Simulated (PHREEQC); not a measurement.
Consider water at 25 °C with 6.3 mmol/kgw CsI. Closed to the air; pH follows from the charge balance.

All values are PHREEQC results (ion-association model, wateq4f.dat), not measurements.

```csv
quantity,before,after
pH,7.00,6.21
ionic strength (mol/kgw),0.00630,0.00630
```

Task: Which change was made?
A. 0.0099 mol/kgw KHSO4 added
B. CsI from 0.0063 to 0.0126 mol/kgw
C. CsI from 0.0063 to 0.063 mol/kgw
D. 0.002 mol/kgw H3BO3 added
E. temperature from 25 to 90 °C

Result: E, temperature from 25 to 90 °C

This is a speciation only: nothing precipitates in the calculation. Constants without temperature data keep their 25 °C values here.
